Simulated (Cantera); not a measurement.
A closed system holds: 1 mol V2O5, 90 mol H2, at 22.0 Pa.

Cantera equilibrium calculation (NASA polynomials, part measured and part estimated; ideal gas, pure solids and liquids). Candidate condensed phases: H2O, V, VO, V2O3, V2O4, V2O5; 12 gas species. Condensed phases not in the tables: the oxides between V2O3 and V2O5 other than VO2. The numbers say what is thermodynamically allowed, not how fast it happens.

**Question.** At 1675 K, list the 5 most abundant gas species with their mole fractions, and the condensed phases.

**Answer.** H2 0.970, H2O 0.0220, H 0.00771, VO2 0.000231, VO 1.26e-5. Condensed: V2O3(s).
